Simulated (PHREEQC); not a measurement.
Solution (25 °C): 0.18 mol Na2SO4, 0.0014 mol Na2B4O7 and 0.66 mol KBr per kg of water. Closed to the air; pH follows from the charge balance.

Model: Pitzer model, pitzer.dat, run in PHREEQC.

```csv
quantity,before,after
pH,9.05,9.06
B3O3(OH)4- (mol/kgw),1.17e-6,9.79e-9
B4O5(OH)4-2 (mol/kgw),6.53e-8,5.46e-11
HSO4- (mol/kgw),1.99e-9,9.02e-10
SI of Arcanite (K2SO4),-0.88,-2.32
SI of Glaserite (NaK3(SO4)2),-1.94,-4.85
```

Problem. What was changed between the two runs?
A. Na2SO4 from 0.18 to 0.162 mol/kgw
B. diluted 5-fold with water
C. KBr from 0.66 to 1.32 mol/kgw

Solution. B, diluted 5-fold with water

This is a speciation only: nothing precipitates in the calculation. In brines, pH and single-ion activities rest on the MacInnes convention.
